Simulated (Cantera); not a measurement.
# CF4 + H2 + HCl (fluorocarbon and chlorocarbon gases)

Input: 1 mol CF4, 0.26 mol H2, 0.00061 mol HCl, held at 3.80 Pa.

Method: chemical equilibrium by Gibbs-energy minimisation in Cantera with the NASA 1993 tables (ideal gas, pure condensed phases). Candidate condensed phases: C, C6H6, C7H8, C8H18; 118 gas species. Gases not in the tables: C2F6 and larger saturated fluorocarbons. The numbers say what is thermodynamically allowed, not how fast it happens.

From 1327 °C to 2127 °C the condensed part is C(graphite). From 2327 °C to 2527 °C nothing is condensed. The main C-bearing gas is CF4 at 1327 °C and C3 at 2527 °C.

```
T (°C)  log p F  log p CF4  log p HF  log p CF2  log p C  log p C3  log p H  log p CF  log p C2  n C(graphite)
------  -------  ---------  --------  ---------  -------  --------  -------  --------  --------  -------------
1327      -6.18      -4.65     -4.86      -6.09   -15.20    -15.94   -11.48     -9.59      <-16          0.121
1527      -5.09      -4.90     -4.97      -5.20   -12.60    -12.94   -10.55     -7.90    -14.02         0.0744
1727      -4.59      -6.56     -5.23      -5.23   -10.52    -10.56    -9.61     -6.92    -11.63          0.438
1927      -4.50      -9.24     -5.29      -5.92    -8.82     -8.62    -8.35     -6.45     -9.68          0.840
2127      -4.50     -11.72     -5.31      -6.62    -7.40     -7.01    -7.21     -6.12     -8.05          0.858
2327      -4.53     -14.00     -5.40      -7.31    -6.21     -5.68    -6.27     -5.90     -6.70              0
2527      -4.54     -16.29     -5.68      -8.29    -5.64     -5.86    -5.69     -6.12     -6.42              0
```
log p: log10 of the partial pressure in bar; n: condensed amount in mol.
